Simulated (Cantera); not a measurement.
A freely propagating, adiabatic, planar premixed flame of 9.20 % CH4, 0.752 % H2, 16.1 % O2, 60.8 % N2, 13.1 % H2O, equivalence ratio 1.2, unburnt at 575 K and 0.188 atm; mixture-averaged transport, grid criteria slope 0.08 and curve 0.16, no radiation.

Model: GRI-Mech 3.0 (53 species, 325 reactions), integrated in Cantera. Burning velocities carry a grid error of a few per cent, more on coarse grids.

**Question.** Predict: laminar burning velocity; thermal thickness; peak x(OH); peak x(C2H).

**Answer.** 
| Property | Result |
|---|---|
| laminar burning velocity | 118 cm/s |
| thermal thickness | 1.84 mm |
| peak x(OH) | 0.00792 |
| peak x(C2H) | 3.48e-7 |
